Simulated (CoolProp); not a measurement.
R245ca along the isotherm 176.85 °C: density (kg/m³) from the reference equation and from simpler models built on Tc = 174.4 °C, pc = 3.941 MPa, ω = 0.355; each cubic takes its own stable root.

Computed with CoolProp (reference Helmholtz-energy equation of state, Zhou 2016).

```tsv
p (MPa)	phase	reference
1	gas	39.47
2	gas	89.45
3	gas	161.9
4	supercritical	359.5
5	supercritical	808.1
6	supercritical	867.6
7	supercritical	904.2
8	supercritical	931.3
9	supercritical	953.0
10	supercritical	971.3
```

Q: How far does each simpler model (ideal gas, van der Waals, Redlich-Kwong, Soave-Redlich-Kwong, Peng-Robinson) lie from the reference over these 10 states: mean and median of the absolute difference, and the worst?

A: 
- ideal gas: mean 54.7 %, median 64.6 %, worst -77.8 % at 176.85 °C and 5 MPa
- van der Waals: mean 19.5 %, median 28.8 %, worst -30.4 % at 176.85 °C and 5 MPa
- Redlich-Kwong: mean 9.2 %, median 12.0 %, worst -17.9 % at 176.85 °C and 5 MPa
- Soave-Redlich-Kwong: mean 9.9 %, median 12.3 %, worst -18.7 % at 176.85 °C and 5 MPa
- Peng-Robinson: mean 3.9 %, median 2.6 %, worst -10.3 % at 176.85 °C and 5 MPa
